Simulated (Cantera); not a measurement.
**Equilibrium for silicon oxide and oxynitride deposition: TEOS + O2 + H2**

A closed system holds: 1 mol TEOS, 0.7 mol O2, 25 mol H2, at 51000 Pa.

Cantera equilibrium calculation (NASA polynomials, part measured and part estimated; ideal gas, pure solids and liquids). Candidate condensed phases: C, C6H6, C7H8, C8H18, H2O, Si, SiC, SiO2; 123 gas species. The feed counts by its element totals alone. The tables hold silica as quartz up to 1696 K and as liquid above; real silica turns to tridymite and cristobalite and melts near 1996 K. Kinetics and transport are ignored.

```json
[
 {"T (°C)": "1150", "x H2": "0.910", "x CO": "0.0886", "x CH4": "0.00161", "x SiO": "2.30e-6", "x H": "8.87e-6", "x H2O": "0.000127", "x C2H2 (acetylene)": "3.12e-6", "x CO2": "5.45e-6", "n C(graphite)": "4.54", "n SiO2(β-quartz)": "1.000", "n SiC(s)": "0"},
 {"T (°C)": "1200", "x H2": "0.910", "x CO": "0.0886", "x CH4": "0.00124", "x SiO": "1.60e-5", "x H": "1.69e-5", "x H2O": "8.61e-5", "x C2H2 (acetylene)": "5.92e-6", "x CO2": "3.39e-6", "n C(graphite)": "4.55", "n SiO2(β-quartz)": "0.999", "n SiC(s)": "0"},
 {"T (°C)": "1250", "x H2": "0.910", "x CO": "0.0886", "x CH4": "0.000973", "x SiO": "9.81e-5", "x H": "3.09e-5", "x H2O": "6.00e-5", "x C2H2 (acetylene)": "1.08e-5", "x CO2": "2.18e-6", "n C(graphite)": "4.56", "n SiO2(β-quartz)": "0.996", "n SiC(s)": "0"},
 {"T (°C)": "1300", "x H2": "0.865", "x CO": "0.133", "x CH4": "0.000701", "x SiO": "0.000350", "x H": "5.30e-5", "x H2O": "6.12e-5", "x C2H2 (acetylene)": "1.79e-5", "x CO2": "3.26e-6", "n C(graphite)": "1.60", "n SiO2(β-quartz)": "0", "n SiC(s)": "0.986"},
 {"T (°C)": "1350", "x H2": "0.866", "x CO": "0.133", "x CH4": "0.000567", "x SiO": "0.000420", "x H": "9.00e-5", "x H2O": "4.46e-5", "x C2H2 (acetylene)": "3.02e-5", "x CO2": "2.21e-6", "n C(graphite)": "1.61", "n SiO2(β-quartz)": "0", "n SiC(s)": "0.983"},
 {"T (°C)": "1400", "x H2": "0.866", "x CO": "0.133", "x CH4": "0.000464", "x SiO": "0.000499", "x H": "0.000148", "x H2O": "3.31e-5", "x C2H2 (acetylene)": "4.93e-5", "x CO2": "1.54e-6", "n C(graphite)": "1.62", "n SiO2(β-quartz)": "0", "n SiC(s)": "0.980"},
 {"T (°C)": "1450", "x H2": "0.866", "x CO": "0.133", "x CH4": "0.000384", "x SiO": "0.000586", "x H": "0.000238", "x H2O": "2.50e-5", "x C2H2 (acetylene)": "7.83e-5", "x CO2": "1.09e-6", "n C(graphite)": "1.63", "n SiO2(β-quartz)": "0", "n SiC(s)": "0.976"},
 {"T (°C)": "1500", "x H2": "0.865", "x CO": "0.133", "x CH4": "0.000322", "x SiO": "0.000683", "x H": "0.000371", "x H2O": "1.92e-5", "x C2H2 (acetylene)": "0.000121", "x CO2": "7.94e-7", "n C(graphite)": "1.63", "n SiO2(β-quartz)": "0", "n SiC(s)": "0.972"}
]
```
x: gas mole fraction; n: condensed amount in mol.

From 1150 °C to 1250 °C the condensed part is C(graphite) + SiO2(β-quartz). From 1300 °C to 1500 °C the condensed part is C(graphite) + SiC(s). The main Si-bearing gas is SiO throughout. The share of Si in condensed phases is highest at 1150 °C (100.0 %) and lowest at 1500 °C (97.2 %).
